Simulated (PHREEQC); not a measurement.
A column of 1 m (30 cells, dispersivity 0.035 m, 300 s a shift, diffusion coefficient 3e-10 m²/s) holds 0.041 eq of the database's cation exchanger X per kg of pore water, first in equilibrium with 0.52 mmol/kgw NaCl and 0.01 mmol/kgw HCl. It is flushed with 0.76 mmol/kgw CdCl2, 31 mmol/kgw ZnSO4 and 0.01 mmol/kgw HCl, at 40 °C. Values are for the last cell. No CO2 enters from the air. Precipitation was switched off in this run.

All values are PHREEQC results (ion-association model, phreeqc.dat), not measurements.

```tsv
pore volumes	S in solution (mol/kgw)	Zn in solution (mol/kgw)	Cd in solution (mol/kgw)	Na in solution (mol/kgw)	Cl in solution (mol/kgw)
0	0	0	0	0.000520	0.000530
0.2833	1.90e-9	0	0	0.000520	0.000530
0.55	0.000452	0	0	0.00144	0.000545
0.8167	0.00814	0	0	0.0171	0.000793
1.083	0.0207	0	0	0.0426	0.00120
1.217	0.0251	3.87e-11	4.09e-12	0.0515	0.00134
1.483	0.0294	0.00207	8.76e-5	0.0560	0.00148
1.75	0.0306	0.0247	0.000694	0.0120	0.00152
2.017	0.0309	0.0296	0.000767	0.00258	0.00153
2.283	0.0310	0.0307	0.000769	0.000557	0.00153
2.55	0.0310	0.0309	0.000765	0.000119	0.00153
2.817	0.0310	0.0310	0.000762	2.53e-5	0.00153
2.95	0.0310	0.0310	0.000762	1.16e-5	0.00153
3.217	0.0310	0.0310	0.000761	2.44e-6	0.00153
3.483	0.0310	0.0310	0.000760	5.08e-7	0.00153
3.75	0.0310	0.0310	0.000760	1.05e-7	0.00153
4.017	0.0310	0.0310	0.000760	2.17e-8	0.00153
```

Constants without temperature data keep their 25 °C values here.
